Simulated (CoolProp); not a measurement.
Octamethyltrisiloxane (MDM) at several states: Z from the reference equation and from simpler models built on Tc = 292.2 °C, pc = 1.438 MPa, ω = 0.528; each cubic takes its own stable root.

Computed with CoolProp (reference Helmholtz-energy equation of state, Thol 2017).

```tsv
T (°C)	p (MPa)	phase	reference
-44.85	5.29	liquid	0.7418
247.75	0.0237	gas	0.9924
294.25	1.53	supercritical	0.2209
134.55	0.879	liquid	0.08760
249.35	4.48	liquid	0.4236
```

Task: How far does each simpler model (van der Waals, Soave-Redlich-Kwong, Peng-Robinson) lie from the reference over these 5 states: mean and median of the absolute difference, and the worst?

Result: 
- van der Waals: mean 46.0 %, median 47.0 %, worst +73.5 % at -44.85 °C and 5.29 MPa
- Soave-Redlich-Kwong: mean 11.7 %, median 9.2 %, worst +25.8 % at 294.25 °C and 1.53 MPa
- Peng-Robinson: mean 4.9 %, median 3.2 %, worst +15.2 % at 294.25 °C and 1.53 MPa
